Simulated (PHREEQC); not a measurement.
PHREEQC input (ion-association model, wateq4f.dat):

```
SOLUTION_MASTER_SPECIES
  An  An-  0  An  62.0  # stands for a non-complexing anion
SOLUTION_SPECIES
  An- = An-
    -log_k 0
    -gamma 3.0 0
PHASES
  Fix_H+
    H+ = H+
    -log_k 0
SOLUTION 1
  temp 25
  units mmol/kgw
  pH 7 charge
  Na 100
  An 100
END
SELECTED_OUTPUT 1
  -reset false
  -pH true
  -pe true
  -ionic_strength true
  -water true
  -totals Na
  -molalities Hfo_wOH Hfo_wOH2+ Hfo_wO- Hfo_sOH Hfo_sOH2+ Hfo_sO-
USER_PUNCH 1
  -headings sigma psi
  10 PUNCH EDL("sigma", "Hfo"), EDL("psi", "Hfo")
PRINT
  -reset false
USE solution 1
SURFACE 1
  Hfo_wOH 0.00208989 600 0.93
  Hfo_sOH 5.22472e-05
EQUILIBRIUM_PHASES 1
  Fix_H+ -3 HAn 10
    -force_equality true
  O2(g) -0.68 10
END
# ... the last block is repeated for the other 12 points of pH, with NaOH or the acid as the point needs
```

Selected output (columns that matter, 13 of 13 rows; pH added in front):

```
pH	mu	Na	m_Hfo_wOH	m_Hfo_wOH2+	m_Hfo_wO-	m_Hfo_sOH	m_Hfo_sOH2+	m_Hfo_sO-	sigma	psi
3	0.10226	0.1	3.967e-05	0.0020502	1.7584e-08	9.9175e-07	5.1255e-05	4.3961e-10	0.3634	0.15243
3.5	0.1014	0.1	0.00011336	0.0019764	1.4896e-07	2.8341e-06	4.9409e-05	3.7241e-09	0.35029	0.15077
4	0.10105	0.1	0.00027715	0.0018118	9.7126e-07	6.9288e-06	4.5294e-05	2.4282e-08	0.32096	0.14639
4.5	0.10083	0.1	0.00054202	0.0015435	4.3603e-06	1.355e-05	3.8588e-05	1.0901e-07	0.27282	0.13816
5	0.10063	0.1	0.00085064	0.0012257	1.3524e-05	2.1266e-05	3.0643e-05	3.3809e-07	0.21486	0.12608
5.5	0.10046	0.1	0.0011301	0.00092825	3.152e-05	2.8253e-05	2.3206e-05	7.8799e-07	0.15895	0.11094
6	0.10032	0.1	0.0013413	0.00068876	5.9839e-05	3.3532e-05	1.7219e-05	1.496e-06	0.11148	0.093435
6.5	0.10021	0.1	0.0014786	0.00051387	9.7461e-05	3.6964e-05	1.2847e-05	2.4365e-06	0.073808	0.073885
7	0.10013	0.1	0.0015554	0.0003937	0.00014078	3.8885e-05	9.8425e-06	3.5194e-06	0.044831	0.052453
7.5	0.10007	0.1	0.0015917	0.00031234	0.00018583	3.9793e-05	7.8085e-06	4.6456e-06	0.022425	0.029415
8	0.10001	0.1	0.0016039	0.00025392	0.00023208	4.0097e-05	6.3481e-06	5.8021e-06	0.0038714	0.0053518
8.5	0.10004	0.10008	0.0015994	0.00020586	0.00028465	3.9984e-05	5.1466e-06	7.1163e-06	-0.013966	-0.018908
9	0.10011	0.10021	0.0015752	0.00016053	0.00035411	3.9381e-05	4.0132e-06	8.8528e-06	-0.034313	-0.042486
```

Species that the database lacks are ignored. The oxide is taken as insoluble; below pH 4 it would dissolve.
